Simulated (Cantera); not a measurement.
Feed: 1 mol SiC, 0.037 mol O2, 7.6 mol H2, 0.52 mol N2O, equilibrated at 0.00133 bar.

Equilibrium computed with Cantera from the NASA thermochemical tables; the gas is ideal and each condensed phase is pure. Candidate condensed phases: C, C6H6, C7H8, C8H18, H2O, Si, SiC, SiO2, Si2N2O, Si3N4; 151 gas species. Mutual solubility and eutectic melting of coexisting phases are not modelled. Gases not in the tables: Si2H6 and higher silanes. Kinetics and transport are ignored.

Q: Which condensed phases are stable at each of these points (T (K)): 1498, 1548, 1598, 1648, 1698, 1748, 1798, 1848, 1898?

A: 
```
T (K)    condensed phases  Si condensed (%)
-----  ------------------  ----------------
1498   SiC(s) + Si2N2O(s)              93.8
1548   SiC(s) + Si2N2O(s)              79.6
1598               SiC(s)              70.3
1648               SiC(s)              70.3
1698               SiC(s)              70.2
1748               SiC(s)              70.1
1798               SiC(s)              69.9
1848               SiC(s)              69.4
1898               SiC(s)              68.4
```

From 1498 K to 1548 K the condensed part is SiC(s) + Si2N2O(s). From 1598 K to 1898 K the condensed part is SiC(s).
